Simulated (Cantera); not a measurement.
Input: 1 mol SiCl4, 0.25 mol C3H8, 1100 mol H2, held at 4400 Pa.

Cantera equilibrium calculation (NASA polynomials, part measured and part estimated; ideal gas, pure solids and liquids). Candidate condensed phases: C, C6H6, C7H8, C8H18, Si, SiC; 109 gas species. Mutual solubility and eutectic melting of coexisting phases are not modelled. Equilibrium is a limit: real reactors are often held back by kinetics, nucleation or transport.

Question: At 825 °C, list the 3 most abundant gas species with their mole fractions, and the condensed phases.

Answer: H2 0.996, HCl 0.00354, SiCl2 2.55e-5. Condensed: Si(s) + SiC(s).
